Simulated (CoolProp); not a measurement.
Hydrogen chloride along the isotherm 282.2 K: density (kg/m³) from the reference equation and from simpler models built on Tc = 324.7 K, pc = 83.14 bar, ω = 0.130; each cubic takes its own stable root.

Model: reference Helmholtz-energy equation of state, Thol 2018, in CoolProp.

```json
[
 {"p (bar)": "13.9", "phase": "gas", "reference": "24.15"},
 {"p (bar)": "27.7", "phase": "gas", "reference": "56.47"},
 {"p (bar)": "41.6", "phase": "liquid", "reference": "895.8"},
 {"p (bar)": "55.4", "phase": "liquid", "reference": "904.4"},
 {"p (bar)": "69.3", "phase": "liquid", "reference": "912.4"},
 {"p (bar)": "83.1", "phase": "liquid", "reference": "919.8"},
 {"p (bar)": "97", "phase": "liquid", "reference": "926.6"},
 {"p (bar)": "111", "phase": "liquid", "reference": "933.2"},
 {"p (bar)": "125", "phase": "liquid", "reference": "939.3"}
]
```

Task: How far does each simpler model (van der Waals, Redlich-Kwong, Soave-Redlich-Kwong, Peng-Robinson) lie from the reference over these 9 states: mean and median of the absolute difference, and the worst?

Result: 
- van der Waals: mean 37.5 %, median 38.7 %, worst -90.0 % at 282.2 K and 41.6 bar
- Redlich-Kwong: mean 14.2 %, median 16.9 %, worst -18.9 % at 282.2 K and 41.6 bar
- Soave-Redlich-Kwong: mean 12.8 %, median 15.3 %, worst -16.7 % at 282.2 K and 41.6 bar
- Peng-Robinson: mean 4.0 %, median 4.4 %, worst -5.7 % at 282.2 K and 41.6 bar

At some of these states van der Waals gives the other phase, because its saturation line lies elsewhere.
